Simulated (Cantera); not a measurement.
Cantera run:

```python
import numpy as np
import cantera as ct

gas_names = """
    N NO NO2 NO3 N2 N2O O O2 O3 Si SiN SiO SiO2 Si2 Si2N Si3
""".split()
cond_names = """
    Si(cr) Si(L) SiO2(Lqz) SiO2(hqz) SiO2(L) Si2N2O(s) Si3N4(a)
""".split()


# ... load() reads the species with a 1 bar reference pressure and builds the phases ...
atoms = {
    'Si': {'Si': 1},
    'N2O': {'N': 2, 'O': 1},
    'N2': {'N': 2},
}
top_T = {'Si2N2O(s)': 2100, 'Si3N4(a)': 2400}  # K; cautious upper limits of use, not melting points


# ... equilibrate(T, P, feed) seeds the gas with the atoms and calls Mixture.equilibrate('TP', solver="vcs", rtol=1e-11, max_steps=5000) ...
results = []
T = 950  # K
P = 17  # Pa
for m in [0.59, 0.82, 1.1, 1.3, 1.5, 1.8, 2, 2.2, 2.5, 2.7, 2.9]:
    feed = {'Si': 1, 'N2O': m, 'N2': 9.7}  # mol
    mix = equilibrate(T, P, feed)
    results.append((T, P, feed, dict(zip(mix.species_names, mix.species_moles))))
    x = sorted(zip(gas.X, gas.species_names), reverse=True)
    print(f"T = {T:g} K  P = {P:g} Pa  n(N2O) = {m:g} mol  gas = {mix.phase_moles(0):.4g} mol")
    print("   x: " + "  ".join(f"{s} {v:.3e}" for v, s in x if v > 1e-05))
    print("   condensed (mol): " + ("  ".join(f"{mix.phase(i).name} {mix.phase_moles(i):.4g}"
          for i in range(1, mix.n_phases) if mix.phase_moles(i) > 1e-12) or "none"))
```

Output:

```
T = 950 K  P = 17 Pa  n(N2O) = 0.59 mol  gas = 9.82 mol
   x: N2 1.000e+00
   condensed (mol): SiO2(hqz) 0.06  Si2N2O(s) 0.47
T = 950 K  P = 17 Pa  n(N2O) = 0.82 mol  gas = 10.13 mol
   x: N2 1.000e+00
   condensed (mol): SiO2(hqz) 0.2133  Si2N2O(s) 0.3933
T = 950 K  P = 17 Pa  n(N2O) = 1.1 mol  gas = 10.5 mol
   x: N2 1.000e+00
   condensed (mol): SiO2(hqz) 0.4  Si2N2O(s) 0.3
T = 950 K  P = 17 Pa  n(N2O) = 1.3 mol  gas = 10.77 mol
   x: N2 1.000e+00
   condensed (mol): SiO2(hqz) 0.5333  Si2N2O(s) 0.2333
T = 950 K  P = 17 Pa  n(N2O) = 1.5 mol  gas = 11.03 mol
   x: N2 1.000e+00
   condensed (mol): SiO2(hqz) 0.6667  Si2N2O(s) 0.1667
T = 950 K  P = 17 Pa  n(N2O) = 1.8 mol  gas = 11.43 mol
   x: N2 1.000e+00
   condensed (mol): SiO2(hqz) 0.8667  Si2N2O(s) 0.06667
T = 950 K  P = 17 Pa  n(N2O) = 2 mol  gas = 11.7 mol
   x: N2 1.000e+00
   condensed (mol): SiO2(hqz) 1
T = 950 K  P = 17 Pa  n(N2O) = 2.2 mol  gas = 12 mol
   x: N2 9.917e-01  O2 8.331e-03
   condensed (mol): SiO2(hqz) 1
T = 950 K  P = 17 Pa  n(N2O) = 2.5 mol  gas = 12.45 mol
   x: N2 9.799e-01  O2 2.008e-02
   condensed (mol): SiO2(hqz) 1
T = 950 K  P = 17 Pa  n(N2O) = 2.7 mol  gas = 12.75 mol
   x: N2 9.725e-01  O2 2.745e-02
   condensed (mol): SiO2(hqz) 1
T = 950 K  P = 17 Pa  n(N2O) = 2.9 mol  gas = 13.05 mol
   x: N2 9.655e-01  O2 3.448e-02
   condensed (mol): SiO2(hqz) 1
```

Cantera equilibrium calculation (NASA polynomials, part measured and part estimated; ideal gas, pure solids and liquids).
